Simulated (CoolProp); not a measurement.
A simple Rankine cycle with R236EA: condensing at 300.15 K, boiler at 0.703 MPa, turbine inlet 411 K, turbine efficiency 0.65, pump efficiency 0.8, no recuperator. Each further row changes one setting.

The numbers come from the reference Helmholtz-energy equation of state, Rui 2013 in CoolProp.

```json
[
 {"case": "as stated", "thermal efficiency (%)": "…", "net work (kJ/kg)": "15.1", "heat in (kJ/kg)": "256", "turbine exit temperature (K)": "391.3", "volume ratio over the turbine": "3.19"},
 {"case": "condensing temperature 292.15 K", "thermal efficiency (%)": "7.1", "net work (kJ/kg)": "18.8", "heat in (kJ/kg)": "266", "turbine exit temperature (K)": "387.0", "volume ratio over the turbine": "4.21"},
 {"case": "boiler pressure 0.492 MPa", "thermal efficiency (%)": "4.2", "net work (kJ/kg)": "…", "heat in (kJ/kg)": "…", "turbine exit temperature (K)": "397.8", "volume ratio over the turbine": "2.22"},
 {"case": "turbine efficiency 0.55", "thermal efficiency (%)": "…", "net work (kJ/kg)": "12.7", "heat in (kJ/kg)": "256", "turbine exit temperature (K)": "393.7", "volume ratio over the turbine": "…"}
]
```

Q: Fill in the missing entries.

A: 
- as stated, thermal efficiency (%): 5.9
- boiler pressure 0.492 MPa, net work (kJ/kg): 10.8
- boiler pressure 0.492 MPa, heat in (kJ/kg): 258
- turbine efficiency 0.55, thermal efficiency (%): 5.0
- turbine efficiency 0.55, volume ratio over the turbine: 3.21
